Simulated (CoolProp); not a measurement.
Properties of acetone along the isotherm 550 K.

Computed with CoolProp (reference Helmholtz-energy equation of state, Lemmon 2006). It is a short technical equation, of lower accuracy than the large ones.

| p (MPa) | phase | density (kg/m³) | cp (kJ/(kg K)) | cv (kJ/(kg K)) | expansivity (1/kK) | fugacity coefficient |
|---|---|---|---|---|---|---|
| 0.733 | gas | 9.773 | 2.056 | 1.875 | 2.149 | 0.9540 |
| 1.47 | gas | 20.67 | 2.137 | 1.905 | 2.567 | 0.9092 |
| 2.2 | gas | 32.78 | 2.237 | 1.937 | 3.100 | 0.8661 |
| 2.93 | gas | 46.56 | 2.366 | 1.973 | 3.804 | 0.8243 |
| 3.67 | gas | 62.79 | 2.542 | 2.014 | 4.780 | 0.7830 |
| 4.4 | gas | 81.85 | 2.785 | 2.058 | 6.160 | 0.7434 |
| 5.13 | supercritical | 105.3 | 3.144 | 2.108 | 8.246 | 0.7047 |
| 5.87 | supercritical | 136.1 | 3.722 | 2.163 | 11.69 | 0.6664 |
| 6.6 | supercritical | 178.1 | 4.672 | 2.217 | 17.48 | 0.6292 |
| 7.33 | supercritical | 237.2 | 5.773 | 2.244 | 24.14 | 0.5928 |
| 8.07 | supercritical | 300.5 | 5.378 | 2.219 | 20.53 | 0.5576 |
| 8.8 | supercritical | 343.9 | 4.537 | 2.182 | 14.26 | 0.5262 |
| 9.53 | supercritical | 372.7 | 4.028 | 2.155 | 10.60 | 0.4986 |
| 10.3 | supercritical | 394.6 | 3.713 | 2.135 | 8.402 | 0.4732 |
| 11 | supercritical | 410.1 | 3.527 | 2.122 | 7.139 | 0.4530 |
| 11.7 | supercritical | 422.9 | 3.395 | 2.112 | 6.258 | 0.4351 |

The peak of cp marks the crossing from liquid-like to gas-like fluid above the critical point.
